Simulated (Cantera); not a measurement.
Cantera run, input and output.

```python
import numpy as np
import cantera as ct

gas = ct.Solution("gri30.yaml")
gas.TPX = 625, 101325, {'CH3OH': 1, 'O2': 1.52, 'N2': 4.55}
flame = ct.FreeFlame(gas, width=0.04)
flame.set_refine_criteria(ratio=3, slope=0.08, curve=0.16)
flame.transport_model = "mixture-averaged"
flame.solve(loglevel=0, auto=True)
z, T = flame.grid, flame.T
thick = (T[-1] - T[0]) / np.gradient(T, z).max()
show = ['CH3OH', 'O2', 'HO2', 'HCO', 'OH', 'H2O']
print(f"laminar burning velocity  {flame.velocity[0] * 100:.3f} cm/s")
print(f"burnt temperature         {T[-1]:.1f} K")
print(f"thermal thickness         {thick * 1e3:.4f} mm")
print(f"grid points               {len(z)}")
z0 = z[flame.heat_release_rate.argmax()]
print(f"{'z/mm':>9s}{'T/K':>9s}{'u/(m/s)':>9s}" + "".join(f"{s:>11s}" for s in show))
rows = []
for k in (-3, -2, -1.5, -1, -0.5, -0.25, 0, 0.25, 0.5, 1, 2, 4, 8):
    zz = z0 + k * thick
    rows.append([k * thick, np.interp(zz, z, T), np.interp(zz, z, flame.velocity),
                 *(np.interp(zz, z, flame.X[gas.species_index(s)]) for s in show)])
    print(f"{rows[-1][0] * 1e3:9.3f}{rows[-1][1]:9.1f}{rows[-1][2]:9.3f}" + "".join(f"{x:11.3e}" for x in rows[-1][3:]))
```

Output:

```
laminar burning velocity  186.003 cm/s
burnt temperature         2487.8 K
thermal thickness         0.2102 mm
grid points               156
     z/mm      T/K  u/(m/s)      CH3OH         O2        HO2        HCO         OH        H2O
   -0.631    625.2    1.864  1.411e-01  2.145e-01  4.478e-07  2.709e-17  7.429e-16  8.033e-05
   -0.420    627.0    1.877  1.405e-01  2.135e-01  4.857e-06  3.937e-15  8.003e-14  6.757e-04
   -0.315    634.1    1.907  1.395e-01  2.118e-01  2.214e-05  1.117e-13  2.217e-12  2.521e-03
   -0.210    682.1    2.077  1.352e-01  2.055e-01  1.498e-04  2.351e-11  7.614e-10  1.229e-02
   -0.105    992.0    3.131  1.053e-01  1.742e-01  1.290e-03  2.637e-07  2.027e-06  6.086e-02
   -0.053   1378.7    4.508  5.928e-02  1.355e-01  3.386e-03  4.682e-05  1.510e-04  1.145e-01
    0.000   1797.1    6.094  9.754e-03  9.254e-02  2.454e-03  4.370e-04  2.439e-03  1.738e-01
    0.053   1949.7    6.668  1.797e-04  6.454e-02  1.214e-04  8.144e-05  8.389e-03  2.025e-01
    0.105   1993.7    6.797  9.651e-07  4.877e-02  1.630e-05  2.021e-06  1.276e-02  2.116e-01
    0.210   2054.7    6.949  2.995e-10  3.737e-02  1.130e-05  1.499e-07  1.555e-02  2.142e-01
    0.420   2135.9    7.163  6.045e-14  3.172e-02  8.437e-06  9.444e-08  1.632e-02  2.158e-01
    0.841   2232.5    7.434  2.322e-16  2.795e-02  6.145e-06  5.758e-08  1.600e-02  2.219e-01
    1.682   2335.4    7.722  1.315e-16  2.413e-02  4.488e-06  3.113e-08  1.482e-02  2.299e-01
```

Model: GRI-Mech 3.0 (53 species, 325 reactions), integrated in Cantera. GRI-Mech 3.0 was tuned for natural gas; its chemistry of methanol as a main component is partial and can be far from experiment. Burning velocities carry a grid error of a few per cent, more on coarse grids.
